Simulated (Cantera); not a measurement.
An isothermal, constant-pressure homogeneous reactor starts with 64.9 % NH3, 35.1 % N2, at 1950 K and 101000 Pa.

Model: the gas-phase N/H chemistry of the illustrative SiF4/NH3 mechanism in the Surface Chemkin manual (1991), integrated in Cantera. Walls and surfaces, which speed up NH3 decomposition in real reactors, are not modelled.

x: mole fraction; the columns are a selection and need not sum to one.

| t (s) | x NH3 | x N2H4 | x H2 | x H | x N | x N2H2 |
|---|---|---|---|---|---|---|
| 2.00e-5 | 0.649 | … | 8.06e-5 | 3.06e-7 | 2.16e-10 | 8.08e-8 |
| 4.60e-5 | 0.649 | … | 0.000199 | 3.81e-7 | 1.43e-9 | 4.86e-7 |
| 0.000106 | 0.648 | … | 0.000604 | 7.35e-7 | 4.81e-9 | 2.03e-6 |
| 0.000243 | 0.646 | 5.47e-7 | 0.00209 | 1.68e-6 | 1.29e-8 | 3.59e-6 |
| 0.000558 | 0.642 | 5.49e-7 | 0.00594 | 3.54e-6 | 2.83e-8 | 3.71e-6 |
| 0.00128 | 0.633 | 5.10e-7 | 0.0147 | 7.56e-6 | 6.23e-8 | 3.60e-6 |
| 0.00295 | 0.611 | … | 0.0340 | 1.61e-5 | 1.30e-7 | 3.39e-6 |
| 0.00678 | 0.566 | … | 0.0750 | 3.40e-5 | 2.32e-7 | 2.99e-6 |
| 0.0156 | 0.479 | … | 0.154 | 7.03e-5 | 3.37e-7 | 2.32e-6 |
| 0.0358 | 0.340 | … | 0.281 | 0.000140 | 4.12e-7 | 1.43e-6 |
| 0.0823 | 0.175 | … | 0.431 | 0.000261 | 4.44e-7 | 5.98e-7 |
| 0.189 | 0.0540 | … | 0.541 | 0.000458 | 4.03e-7 | 1.33e-7 |
| 0.435 | 0.00960 | 8.27e-10 | 0.581 | 0.000724 | 2.35e-7 | 1.16e-8 |
| 1.00 | 0.00191 | 4.50e-11 | 0.588 | 0.000858 | 7.58e-8 | 7.09e-10 |

**Question.** What belongs in the gaps?

**Answer.** 
- 2.00e-5, x N2H4: 1.76e-8
- 4.60e-5, x N2H4: 8.77e-8
- 0.000106, x N2H4: 3.24e-7
- 0.00295, x N2H4: 4.49e-7
- 0.00678, x N2H4: 3.69e-7
- 0.0156, x N2H4: 2.73e-7
- 0.0358, x N2H4: 1.64e-7
- 0.0823, x N2H4: 6.49e-8
- 0.189, x N2H4: 1.21e-8
